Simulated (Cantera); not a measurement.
Input: 1 mol B₂H₆, 25 mol H₂, at 1725 K and 0.360 bar.

These are equilibrium values from Cantera (NASA tables, ideal gas, pure condensed phases), not measurements of a reactor. Candidate condensed phases: B; 7 gas species. The feed counts by its element totals alone. The tables' values for BH₂ are old estimates; treat these amounts as uncertain. Equilibrium is a limit: real reactors are often held back by kinetics, nucleation or transport.

Base state: H₂ 1.000, H 0.000309, BH₂ 7.44e-5 (mole fractions); condensed: B(s).

Problem. What changes in the equilibrium state with this change: pressure from 0.360 bar to 2.10 mbar?

Solution. 
| species | before | after |
|---|---|---|
| H₂ | 1.000 | 0.996 |
| H | 0.000309 | 0.00404 |
| BH₂ | 7.44e-5 | 7.41e-5 |
| B(s), mol | 2.00 | 2.00 |
